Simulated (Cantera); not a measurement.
Transport properties of process gases

Gas mixture: C2H6 = 0.93 (molar parts), at 2.70 bar, frozen composition.

Cantera's kinetic-theory transport with the Lennard-Jones parameters of GRI-Mech 3.0, ideal gas; thermal conductivity in the multicomponent form. The composition is frozen, though it would react at the higher temperatures.

| T (K) | ρ (kg/m³) | cp (J/kg/K) | μ (µPa s) | λ (mW/m/K) | Pr | D (cm²/s) H | D (cm²/s) N2 | D (cm²/s) O |
|---|---|---|---|---|---|---|---|---|
| 400 | 2.44 | 2167 | 12.3 | 35.5 | 0.752 | 0.529 | 0.0939 | 0.144 |
| 500 | 1.95 | 2585 | 15.0 | 51.5 | 0.753 | 0.793 | 0.140 | 0.213 |
| 600 | 1.63 | 2972 | 17.4 | 68.8 | 0.753 | 1.10 | 0.192 | 0.292 |
| 700 | 1.39 | 3308 | 19.7 | 86.6 | 0.753 | 1.44 | 0.250 | 0.380 |
| 800 | 1.22 | 3591 | 21.8 | 104 | 0.753 | 1.81 | 0.315 | 0.477 |
| 900 | 1.08 | 3837 | 23.8 | 122 | 0.752 | 2.21 | 0.384 | 0.583 |
| 1000 | 0.976 | 4080 | 25.7 | 140 | 0.751 | 2.65 | 0.459 | 0.696 |
| 1100 | 0.888 | 4276 | 27.6 | 157 | 0.751 | 3.12 | 0.539 | 0.817 |
| 1200 | 0.814 | 4449 | 29.3 | 174 | 0.750 | 3.61 | 0.624 | 0.945 |
D: mixture-averaged diffusion coefficient of that species in the mixture.
